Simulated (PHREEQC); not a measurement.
1 kg of water meets 20 L of dry gas (CO2 0.5, H2 0.5 by moles) at fixed total pressure, at 30 atm; fugacities by Peng-Robinson. The gases take part in no redox reaction, some water evaporates into the gas, and hydrates or a liquid gas phase aren't modelled. No solid was allowed to form.

Model: ion-association model, phreeqc.dat, run in PHREEQC.

| T (°C) | dissolved CO2 (all carbonate carbon) (mol/kgw) | φ of CO2 | p of CO2 (atm) | dissolved H2 (mol/kgw) |
|---|---|---|---|---|
| 10 | 0.652 | 0.851 | 14.6 | 0.0136 |
| 20 | [?] | 0.865 | 14.7 | 0.0125 |
| 30 | 0.378 | 0.878 | 14.8 | 0.0118 |
| 40 | 0.305 | 0.889 | 14.8 | 0.0113 |
| 50 | [?] | 0.899 | 14.8 | 0.0110 |
| 60 | [?] | 0.908 | 14.7 | 0.0109 |
| 70 | [?] | 0.916 | 14.7 | 0.0109 |
| 80 | [?] | 0.923 | 14.6 | 0.0110 |
| 90 | 0.152 | 0.930 | 14.5 | 0.0112 |

**Question.** Fill in the missing entries.

**Answer.** 
- 20, dissolved CO2 (all carbonate carbon) (mol/kgw): 0.486
- 50, dissolved CO2 (all carbonate carbon) (mol/kgw): 0.254
- 60, dissolved CO2 (all carbonate carbon) (mol/kgw): 0.216
- 70, dissolved CO2 (all carbonate carbon) (mol/kgw): 0.189
- 80, dissolved CO2 (all carbonate carbon) (mol/kgw): 0.168

Away from 25 °C the constants follow the database's enthalpies or fits; those with neither stay at their 25 °C values.
